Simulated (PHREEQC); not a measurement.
Copper plating or etch bath: speciation

Dissolve 190 mmol/kgw CuSO4, 7.9 mmol/kgw H2SO4 and 41 mmol/kgw H3BO3 at 20 °C. Closed to the air; pH follows from the charge balance.

Computed with PHREEQC (ion-association model, wateq4f.dat).

No solid was allowed to form.

Estimate the pH.

pH 2.40.

In which forms is Cu present?

CuSO4 51 %, Cu+2 49 % of the Cu.
